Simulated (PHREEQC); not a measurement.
## Buffer

Make-up at 5 °C: 0.2 mol NH4Cl and 0.0059 mol NaOH per kg of water. It is in equilibrium with CO2 at log p = -3.4 (atm). Otherwise closed; pH follows from the charge balance.

Model: ion-association model, phreeqc.dat, run in PHREEQC.

This is a speciation only: nothing precipitates in the calculation.

Question: What pH does the model give?

Answer: pH 8.34.

Question: In which forms is N present?

Answer: NH4+ 98 %, NH3 1.8 % of the N.

Constants without temperature data keep their 25 °C values here.
